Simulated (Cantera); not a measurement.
Feed: 1 mol MgSO4, 0.45 mol H2, 0.052 mol O2, equilibrated at 1702 °C and 133 Pa.

Cantera equilibrium calculation (NASA polynomials, part measured and part estimated; ideal gas, pure solids and liquids). Candidate condensed phases: H2O, H2SO4, Mg, MgO, Mg(OH)2, MgS, MgSO4, S; 26 gas species. Rates play no part.

Base state: SO2 0.551, H2O 0.238, O2 0.180, OH 0.0140, O 0.00639, SO 0.00421, H2 0.00367, H 0.00227 (mole fractions); condensed: MgO(s).

**Question.** What changes in the equilibrium state with this change: H2 from 0.45 to 0.041 mol?

**Answer.** 
```
species        before     after
-----------  --------  --------
SO2             0.551     0.627
O2              0.180     0.332
H2O             0.238    0.0228
OH             0.0140   0.00506
Mg           0.000122   9.00e-5
H2            0.00367  0.000258
MgOH          1.18e-5   3.13e-6
H             0.00227  0.000602
S             1.10e-5   6.75e-6
SO3           5.15e-5   7.96e-5
MgO(s), mol     1.000     1.000
```

**Question.** What changes in the equilibrium state with this change: O2 from 0.052 to 1.4 mol?

**Answer.** 
```tsv
species	before	after
O2	0.180	0.523
SO2	0.551	0.315
H2O	0.238	0.134
O	0.00639	0.0109
OH	0.0140	0.0137
Mg	0.000122	7.17e-5
S	1.10e-5	2.15e-6
H2	0.00367	0.00121
MgO(s), mol	1.000	1.000
```
